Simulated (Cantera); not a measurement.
Feed: 1 mol Pb, 18 mol CO, at 1400 K.

These are equilibrium values from Cantera (NASA tables, ideal gas, pure condensed phases), not measurements of a reactor. Candidate condensed phases: C, Pb, PbO, PbO2, Pb3O4; 15 gas species. Equilibrium is a limit: real reactors are often held back by kinetics, nucleation or transport.

x: gas mole fraction; n: condensed amount in mol.

| P (Pa) | x CO | x Pb | x CO2 | x Pb2 | n C(graphite) | n Pb(l) |
|---|---|---|---|---|---|---|
| 10 | 0.947 | 0.0526 | 1.54e-7 | 6.72e-9 | 0 | 0 |
| 61 | 0.947 | 0.0526 | ___ | ___ | 0 | 0 |
| 370 | 0.947 | 0.0526 | 5.70e-6 | 2.48e-7 | 0 | 0 |
| 2200 | 0.947 | 0.0526 | 3.39e-5 | 1.48e-6 | 0 | 0 |
| 13000 | 0.947 | 0.0526 | 0.000200 | 8.73e-6 | 0.00380 | 0 |
| 82000 | 0.988 | 0.0106 | 0.00137 | 2.25e-6 | 0.0250 | 0.807 |
| 500000 | 0.990 | ___ | ___ | ___ | ___ | 0.969 |
| 3000000 | 0.953 | 0.000290 | 0.0467 | 6.14e-8 | 0.804 | 0.995 |

Problem. What belongs in the gaps?

Solution. 
- 500000, x Pb: 0.00174
- 500000, x CO2: 0.00841
- 500000, x Pb2: 3.68e-7
- 500000, n C(graphite): 0.150
- 61, x CO2: 9.39e-7
- 61, x Pb2: 4.10e-8
